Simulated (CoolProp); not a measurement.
CH2F2 (R32) along the isobar 0.289 MPa: density (kg/m³) from the reference equation and from simpler models built on Tc = 351.3 K, pc = 5.783 MPa, ω = 0.277; each cubic takes its own stable root.

Computed with CoolProp (reference Helmholtz-energy equation of state, Tillner-Roth 1997).

| T (K) | phase | reference | Soave-Redlich-Kwong | Peng-Robinson |
|---|---|---|---|---|
| 260.5 | gas | 7.397 | 7.269 | 7.288 |
| 266 | gas | 7.204 | 7.098 | 7.116 |
| 271.4 | gas | 7.028 | 6.938 | (withheld) |
| 276.9 | gas | (withheld) | 6.784 | 6.800 |
| 282.4 | gas | 6.700 | 6.636 | 6.652 |
| 287.9 | gas | 6.550 | 6.496 | 6.511 |
| 293.3 | gas | 6.411 | 6.364 | (withheld) |
| 298.8 | gas | (withheld) | 6.235 | 6.249 |
| 304.3 | gas | 6.147 | 6.112 | 6.126 |
| 309.7 | gas | 6.027 | (withheld) | 6.009 |
| 315.2 | gas | 5.909 | 5.882 | 5.895 |
| 320.7 | gas | 5.797 | 5.774 | (withheld) |
| 326.1 | gas | 5.692 | 5.671 | 5.683 |
| 331.6 | gas | 5.588 | 5.570 | 5.581 |

**Question.** Complete the blanks.

**Answer.** 
- 271.4, Peng-Robinson: 6.956
- 276.9, reference: 6.859
- 293.3, Peng-Robinson: 6.378
- 298.8, reference: 6.276
- 309.7, Soave-Redlich-Kwong: 5.996
- 320.7, Peng-Robinson: 5.786
